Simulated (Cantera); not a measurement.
Adiabatic ignition

An adiabatic, constant-volume homogeneous reactor starts with 5.46 % CH₄, 11.5 % O₂, 83.1 % N₂, equivalence ratio 0.95, at 1250 K and 2.57 atm.

Model: GRI-Mech 3.0 (53 species, 325 reactions), integrated in Cantera.

```json
[
 {"t (s)": "3.00e-6", "T (K)": "1250", "P (bar)": "2.60", "x CH₄": "0.0546", "x O₂": "0.115", "x OH": "1.54e-11", "x HO₂": "5.56e-9", "x H": "3.18e-11"},
 {"t (s)": "7.44e-6", "T (K)": "1250", "P (bar)": "2.60", "x CH₄": "0.0546", "x O₂": "0.115", "x OH": "2.35e-11", "x HO₂": "1.37e-8", "x H": "3.49e-11"},
 {"t (s)": "1.85e-5", "T (K)": "1250", "P (bar)": "2.60", "x CH₄": "0.0546", "x O₂": "0.115", "x OH": "4.63e-11", "x HO₂": "3.38e-8", "x H": "4.26e-11"},
 {"t (s)": "4.58e-5", "T (K)": "1250", "P (bar)": "2.60", "x CH₄": "0.0546", "x O₂": "0.115", "x OH": "1.18e-10", "x HO₂": "8.19e-8", "x H": "6.38e-11"},
 {"t (s)": "0.000114", "T (K)": "1250", "P (bar)": "2.60", "x CH₄": "0.0546", "x O₂": "0.115", "x OH": "3.59e-10", "x HO₂": "1.91e-7", "x H": "1.31e-10"},
 {"t (s)": "0.000282", "T (K)": "1250", "P (bar)": "2.60", "x CH₄": "0.0546", "x O₂": "0.115", "x OH": "1.21e-9", "x HO₂": "4.03e-7", "x H": "4.06e-10"},
 {"t (s)": "0.000698", "T (K)": "1250", "P (bar)": "2.60", "x CH₄": "0.0546", "x O₂": "0.115", "x OH": "4.17e-9", "x HO₂": "5.90e-7", "x H": "1.60e-9"},
 {"t (s)": "0.00173", "T (K)": "1250", "P (bar)": "2.60", "x CH₄": "0.0546", "x O₂": "0.115", "x OH": "8.24e-9", "x HO₂": "6.85e-7", "x H": "3.51e-9"},
 {"t (s)": "0.00430", "T (K)": "1251", "P (bar)": "2.60", "x CH₄": "0.0545", "x O₂": "0.115", "x OH": "1.47e-8", "x HO₂": "1.39e-6", "x H": "7.76e-9"},
 {"t (s)": "0.0107", "T (K)": "1257", "P (bar)": "2.62", "x CH₄": "0.0536", "x O₂": "0.114", "x OH": "5.87e-8", "x HO₂": "4.72e-6", "x H": "4.19e-8"},
 {"t (s)": "0.0264", "T (K)": "2535", "P (bar)": "5.32", "x CH₄": "<1e-12", "x O₂": "0.00823", "x OH": "0.00479", "x HO₂": "2.11e-6", "x H": "0.000752"},
 {"t (s)": "0.0655", "T (K)": "2534", "P (bar)": "5.32", "x CH₄": "<1e-12", "x O₂": "0.00812", "x OH": "0.00476", "x HO₂": "2.09e-6", "x H": "0.000751"},
 {"t (s)": "0.163", "T (K)": "2534", "P (bar)": "5.32", "x CH₄": "<1e-12", "x O₂": "0.00812", "x OH": "0.00476", "x HO₂": "2.09e-6", "x H": "0.000751"},
 {"t (s)": "0.403", "T (K)": "2534", "P (bar)": "5.32", "x CH₄": "<1e-12", "x O₂": "0.00812", "x OH": "0.00476", "x HO₂": "2.09e-6", "x H": "0.000751"},
 {"t (s)": "1.00", "T (K)": "2534", "P (bar)": "5.32", "x CH₄": "<1e-12", "x O₂": "0.00812", "x OH": "0.00476", "x HO₂": "2.09e-6", "x H": "0.000751"}
]
```
x: mole fraction; the columns are a selection and need not sum to one.

- time of steepest temperature rise = 17.8 ms
- temperature at 1.00 s = 2534 K
- equilibrium temperature = 2534 K
- x(CH₄) at 1.00 s = <1e-12 (gas-phase equilibrium <1e-12)
- x(O₂) at 1.00 s = 0.00812 (gas-phase equilibrium 0.00812)
- x(OH) at 1.00 s = 0.00476 (gas-phase equilibrium 0.00476)
